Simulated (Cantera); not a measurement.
# Transport properties of process gases

Gas mixture: 45.5 % CO2, 54.5 % N2O, at 73.5 Torr, frozen composition.

Cantera's kinetic-theory transport with the Lennard-Jones parameters of GRI-Mech 3.0, ideal gas; thermal conductivity in the multicomponent form. The composition is frozen, though it would react at the higher temperatures.

```
T (K)  ρ (kg/m³)  cp (J/kg/K)  μ (µPa s)  λ (mW/m/K)     Pr  D (cm²/s) H2O  D (cm²/s) C2H2  D (cm²/s) OH
-----  ---------  -----------  ---------  ----------  -----  -------------  --------------  ------------
400        0.130        955.6       19.6        25.3  0.741           2.99            2.18          4.27
650       0.0798         1116       29.4        44.3  0.739           7.65            5.27          9.94
900       0.0576         1216       37.5        61.9  0.737           14.0            9.32          17.3
1150      0.0451         1278       44.6        77.6  0.735           21.7            14.2          26.1
1400      0.0371         1321       51.1        92.0  0.733           30.6            19.8          36.2
1650      0.0314         1352       57.1         105  0.732           40.6            26.1          47.6
1900      0.0273         1375       62.7         118  0.731           51.8            33.1          60.2
```
D: mixture-averaged diffusion coefficient of that species in the mixture.
